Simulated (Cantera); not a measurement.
An isothermal, constant-pressure homogeneous reactor starts with H2 : O2 : N2 = 0.018 : 1 : 2.7 (molar parts), at 1250 K and 0.0207 atm.

Computed with Cantera and the H2/O2 subset of GRI-Mech 3.0, which has no nitrogen chemistry. Radical loss at walls, strong at low pressure, is not modelled.

x: mole fraction; the columns are a selection and need not sum to one.

| t (s) | x H2 | x O2 | x H2O | x OH | x O | x H |
|---|---|---|---|---|---|---|
| 1.00e-6 | 0.00484 | 0.269 | <1e-12 | <1e-12 | <1e-12 | 4.64e-12 |
| 4.44e-6 | 0.00484 | 0.269 | <1e-12 | <1e-12 | <1e-12 | 2.02e-11 |
| 1.97e-5 | 0.00484 | 0.269 | <1e-12 | 1.05e-11 | 1.06e-11 | 8.18e-11 |
| 8.77e-5 | 0.00484 | 0.269 | 1.26e-11 | 1.57e-10 | 1.62e-10 | 2.59e-10 |
| 0.000390 | 0.00484 | 0.269 | 6.07e-10 | 1.53e-9 | 1.76e-9 | 6.60e-10 |
| 0.00173 | 0.00484 | 0.269 | 3.43e-8 | 2.63e-8 | 3.55e-8 | 6.72e-9 |
| 0.00770 | … | 0.268 | 0.000396 | 0.000225 | 0.000331 | 6.23e-5 |
| 0.0342 | … | 0.265 | 0.00448 | 0.000407 | 0.00353 | 0.000261 |
| 0.152 | … | 0.266 | 0.00461 | 0.000315 | 0.00207 | 0.000118 |
| 0.675 | … | 0.267 | 0.00476 | 0.000154 | 0.000477 | 1.32e-5 |
| 3.00 | … | 0.267 | 0.00483 | 4.80e-5 | 4.59e-5 | 3.98e-7 |

### Question
What belongs in the gaps?

### Answer

- 0.00770, x H2: 0.00430
- 0.0342, x H2: 3.10e-5
- 0.152, x H2: 1.86e-5
- 0.675, x H2: 4.38e-6
- 3.00, x H2: 4.23e-7
